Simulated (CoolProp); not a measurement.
Properties of dimethyl carbonate at several states.

Values from CoolProp's reference Helmholtz-energy equation of state, Zhou 2011.

| T (K) | p (MPa) | phase | density (kg/m³) | cp (kJ/(kg K)) | Joule-Thomson coefficient (K/MPa) | isothermal compressibility (1/MPa) |
|---|---|---|---|---|---|---|
| 479 | 2.83 | liquid | ? | ? | 0.1456 | ? |
| 585 | 0.0798 | gas | 1.485 | ? | ? | 12.59 |
| 434.9 | 0.189 | gas | ? | 1.548 | ? | ? |

Problem. Some entries are withheld; supply them.

Solution. 
- 479, density (kg/m³): 788.3
- 479, cp (kJ/(kg K)): 2.355
- 479, isothermal compressibility (1/MPa): 0.006156
- 585, cp (kJ/(kg K)): 1.838
- 585, Joule-Thomson coefficient (K/MPa): 5.811
- 434.9, density (kg/m³): 4.854
- 434.9, Joule-Thomson coefficient (K/MPa): 13.70
- 434.9, isothermal compressibility (1/MPa): 5.460
